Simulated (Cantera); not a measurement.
Mixture: CH₄ : CO : O₂ : N₂ = 1 : 0.052 : 4.05 : 15.2 (molar parts), equivalence ratio 0.50, at 1.01 bar, adiabatic and at constant volume. Ignition delay is the time to a rise of 400 K.

Detailed kinetics in Cantera: GRI-Mech 3.0 (53 species, 325 reactions).

Q: What does this change do: pressure from 1.01 bar to 15.0 bar?

A: 
```json
[
 {"quantity": "delay at 1075 K", "before": "0.215 s", "after": "14.0 ms"},
 {"quantity": "delay at 1125 K", "before": "95.8 ms", "after": "6.51 ms"},
 {"quantity": "delay at 1175 K", "before": "44.5 ms", "after": "3.25 ms"},
 {"quantity": "delay at 1225 K", "before": "21.6 ms", "after": "1.72 ms"},
 {"quantity": "delay at 1275 K", "before": "10.9 ms", "after": "0.950 ms"},
 {"quantity": "delay at 1325 K", "before": "5.78 ms", "after": "0.545 ms"},
 {"quantity": "delay at 1375 K", "before": "3.19 ms", "after": "0.323 ms"},
 {"quantity": "apparent activation energy between 1275 and 1375 K", "before": "180 kJ/mol", "after": "160 kJ/mol"}
]
```
The pressure lies above the range GRI-Mech 3.0 was tuned for (to about 10 atm).
